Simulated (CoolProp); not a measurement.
Saturated liquid density (kg/m³) of R1123: the reference equation beside estimates from Tc = 58.6 °C, pc = 4.549 MPa, ω = 0.243.

Computed with CoolProp (reference Helmholtz-energy equation of state, Akasaka 2020).

| T (°C) | reference | van der Waals | Redlich-Kwong | Soave-Redlich-Kwong | Peng-Robinson |
|---|---|---|---|---|---|
| -16.85 | 1192 | 719.4 | 1025 | 1071 | 1215 |
| -10.55 | 1168 | 704.2 | 997.8 | 1044 | 1185 |
| -4.35 | 1142 | 688.4 | 969.3 | 1015 | 1152 |
| 1.95 | 1115 | 671.5 | 938.9 | 984.5 | 1117 |
| 8.15 | 1086 | 653.9 | 907.1 | 952.0 | 1080 |
| 14.45 | 1055 | 634.8 | 872.7 | 916.4 | 1040 |
| 20.75 | 1022 | 614.2 | 835.8 | 877.7 | 994.9 |
| 26.95 | 986.0 | 592.2 | 796.5 | 836.0 | 946.5 |
| 33.25 | 945.7 | 567.4 | 752.5 | 788.9 | 891.6 |
| 39.45 | 900.4 | 539.9 | 704.0 | 736.4 | 829.8 |
| 45.75 | 845.4 | 506.8 | 646.6 | 673.5 | 755.6 |

Absolute difference from the reference over all 11 rows, mean and median: van der Waals 39.9 and 39.8 %, Redlich-Kwong 17.9 and 17.3 %, Soave-Redlich-Kwong 14.0 and 13.1 %, Peng-Robinson 3.4 and 1.9 %.
